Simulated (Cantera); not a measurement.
An isothermal, constant-pressure homogeneous reactor starts with C₂H₆ : N₂ = 1 : 150 (molar parts), at 1725 K and 20.0 Torr. Integrator tolerance rtol = 1e-08.

Computed with Cantera and GRI-Mech 3.0 (53 species, 325 reactions). GRI-Mech 3.0 stops at C3 and has no aromatics, soot or wall deposition, so with more carbon than oxygen in the feed, carbon stays in small species such as C2H2 where larger ones or solid carbon would form. Radical loss at walls, strong at low pressure, is not modelled.

Task: What does this change do: N2 150 to 780 parts?

Result: 
| quantity | before | after |
|---|---|---|
| x(C₂H₆) at 4.00 s | 1.34e-10 (gas-phase equilibrium <1e-12) | <1e-12 (gas-phase equilibrium <1e-12) |
| x(C₂H) at 4.00 s | 3.48e-7 (gas-phase equilibrium 2.79e-8) | 2.47e-7 (gas-phase equilibrium 2.64e-9) |
| x(HCN) at 4.00 s | 8.99e-5 (gas-phase equilibrium 0.0122) | 9.65e-5 (gas-phase equilibrium 0.00252) |
| x(CH₃) at 4.00 s | 3.46e-6 (gas-phase equilibrium 1.75e-8) | 2.08e-8 (gas-phase equilibrium 6.93e-10) |
| x(CH₂) at 4.00 s | 3.09e-8 (gas-phase equilibrium 1.85e-10) | 7.18e-10 (gas-phase equilibrium 1.67e-11) |
| x(H₂) at 4.00 s | 0.0130 (gas-phase equilibrium 0.0130) | 0.00251 (gas-phase equilibrium 0.00253) |
| x(C₂H₄) at 4.00 s | 1.07e-7 (gas-phase equilibrium 6.12e-9) | 3.28e-9 (gas-phase equilibrium 4.97e-11) |

Task: What does this change do: pressure from 20.0 Torr to 1.95 Torr?

Result: 
```
quantity                                             before                                     after
-----------------  ----------------------------------------  ----------------------------------------
x(C₂H₆) at 4.00 s   1.34e-10 (gas-phase equilibrium <1e-12)   3.01e-10 (gas-phase equilibrium <1e-12)
x(C₂H) at 4.00 s    3.48e-7 (gas-phase equilibrium 2.79e-8)   4.98e-7 (gas-phase equilibrium 8.97e-8)
x(HCN) at 4.00 s     8.99e-5 (gas-phase equilibrium 0.0122)    9.48e-5 (gas-phase equilibrium 0.0122)
x(CH₃) at 4.00 s    3.46e-6 (gas-phase equilibrium 1.75e-8)   1.54e-5 (gas-phase equilibrium 5.39e-9)
x(CH₂) at 4.00 s   3.09e-8 (gas-phase equilibrium 1.85e-10)  1.92e-7 (gas-phase equilibrium 1.84e-10)
x(H₂) at 4.00 s       0.0130 (gas-phase equilibrium 0.0130)     0.0129 (gas-phase equilibrium 0.0129)
x(C₂H₄) at 4.00 s   1.07e-7 (gas-phase equilibrium 6.12e-9)  2.75e-7 (gas-phase equilibrium 5.90e-10)
```
